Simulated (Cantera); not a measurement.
A perfectly stirred reactor is fed with C₂H₆ : N₂ = 1 : 110 (molar parts), at 0.00200 bar; it is held at 1500 K, and followed from long to short residence time.

Detailed kinetics in Cantera: GRI-Mech 3.0 (53 species, 325 reactions). GRI-Mech 3.0 stops at C3 and has no aromatics, soot or wall deposition, so with more carbon than oxygen in the feed, carbon stays in small species such as C2H2 where larger ones or solid carbon would form. Radical loss at walls, strong at low pressure, is not modelled.

```csv
quantity,before,after
x(C₂H₆) at τ = 11.0 s,2.12e-5,0.000188
x(CH₂) at τ = 11.0 s,1.06e-6,3.68e-6
x(H₂) at τ = 11.0 s,0.0161,0.0134
x(HCN) at τ = 11.0 s,3.65e-5,1.42e-5
x(CH₄) at τ = 11.0 s,0.000820,0.00158
x(C₂H₆) at τ = 43.0 ms,0.00314,0.00839
x(CH₂) at τ = 43.0 ms,5.73e-6,8.34e-7
x(H₂) at τ = 43.0 ms,0.00488,0.000116
x(HCN) at τ = 43.0 ms,1.76e-6,1.38e-8
x(CH₄) at τ = 43.0 ms,0.000932,2.60e-5
```

Which change was made?
A. pressure from 0.00200 bar to 0.000150 bar
B. temperature 1500 to 1675 K
C. C2H6 1 to 0.52 parts
D. N2 110 to 940 parts

A, pressure from 0.00200 bar to 0.000150 bar
